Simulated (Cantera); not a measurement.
Ignition delay

Mixture: 5.67 % CH₄, 0.482 % C₂H₆, 1.25 % C₃H₈, 19.4 % O₂, 73.1 % N₂, at 1.58 atm, adiabatic and at constant volume. Ignition delay is the time to a rise of 400 K.

Detailed kinetics in Cantera: GRI-Mech 3.0 (53 species, 325 reactions). GRI-Mech 3.0 was tuned for natural gas; its chemistry of propane as a main component is partial and can be far from experiment.

```csv
T0 (K),delay (ms)
1300,0.888
1350,0.445
1400,0.238
1450,0.136
1500,0.0830
1550,0.0536
1600,0.0365
1650,0.0260
```

```
Property                                                 Value
--------------------------------------------------  ----------
apparent activation energy between 1550 and 1650 K  150 kJ/mol
```
